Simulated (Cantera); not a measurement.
# Equilibrium for silicon carbide growth: (CH3)2SiCl2 + CH4 + H2

A closed system holds: 1 mol (CH3)2SiCl2, 0.077 mol CH4, 130 mol H2, at 1025 °C and 1.00 bar.

These are equilibrium values from Cantera (NASA tables, ideal gas, pure condensed phases), not measurements of a reactor. Candidate condensed phases: C, C6H6, C7H8, C8H18, Si, SiC; 109 gas species. The feed counts by its element totals alone. Equilibrium is a limit: real reactors are often held back by kinetics, nucleation or transport.

The x(H2) is 0.977 and the x(HCl) is 0.0150. The x(CH4) is 0.00761, the x(SiCl2) is 1.80e-6 and the x(C2H4) is 1.57e-6. The x(H) is 1.06e-6 and the n(C(graphite)) is 0.0637 mol. The n(SiC(s)) is 0.999 mol and the gas amount is 133.1 mol. The log10 activity of Si(s) (absent) is -2.53.
